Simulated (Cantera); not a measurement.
A Cantera script and its output.

```python
import numpy as np
import cantera as ct

gas = ct.Solution("gri30.yaml")


def delay(T, t_max=10):
    gas.TPX = T, 101325, {'CH4': 1, 'C2H6': 0.11, 'O2': 1.83, 'N2': 6.9}
    reactor = ct.IdealGasReactor(gas, clone=False)
    net = ct.ReactorNet([reactor])
    net.rtol, net.atol = 1e-8, 1e-16
    while net.time < t_max:
        t_old, T_old = net.time, reactor.T
        net.step()
        if reactor.T > T + 400:  # ignition: a rise of 400 K
            return t_old + (T + 400 - T_old) / (reactor.T - T_old) * (net.time - t_old)
    return np.nan


taus = []
for T in [1250, 1325, 1400, 1475, 1550, 1625, 1700]:
    taus.append(delay(T))
    print(f"T0 = {T:6g} K   tau = {taus[-1]:.4e} s")
```

Result:

```
T0 =   1250 K   tau = 2.9969e-03 s
T0 =   1325 K   tau = 1.3618e-03 s
T0 =   1400 K   tau = 6.4078e-04 s
T0 =   1475 K   tau = 3.1361e-04 s
T0 =   1550 K   tau = 1.6244e-04 s
T0 =   1625 K   tau = 9.0332e-05 s
T0 =   1700 K   tau = 5.4151e-05 s
```

Cantera simulation using GRI-Mech 3.0 (53 species, 325 reactions); the numbers are that mechanism's predictions, not measurements.
